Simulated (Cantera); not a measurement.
Input: 1 mol SiHCl₃, 20 mol NH₃, 27 mol H₂, held at 9.30 mbar.

Method: chemical equilibrium by Gibbs-energy minimisation in Cantera with the NASA 1993 tables (ideal gas, pure condensed phases). Candidate condensed phases: NH₄Cl, Si, Si₃N₄; 28 gas species. The numbers say what is thermodynamically allowed, not how fast it happens. All values below are at 1025 K.

Base state: H₂ 0.820, N₂ 0.137, HCl 0.0439 (mole fractions); condensed: Si₃N₄(s).

Q: What changes in the equilibrium state with this change: SiHCl₃ replaced by Si₂Cl₆?

A: 
```tsv
species	before	after
H₂	0.820	0.786
N₂	0.137	0.126
HCl	0.0439	0.0873
SiCl₄	1.20e-6	2.14e-5
Si₃N₄(s), mol	0.333	0.666
```
The feed counts by its element totals alone.
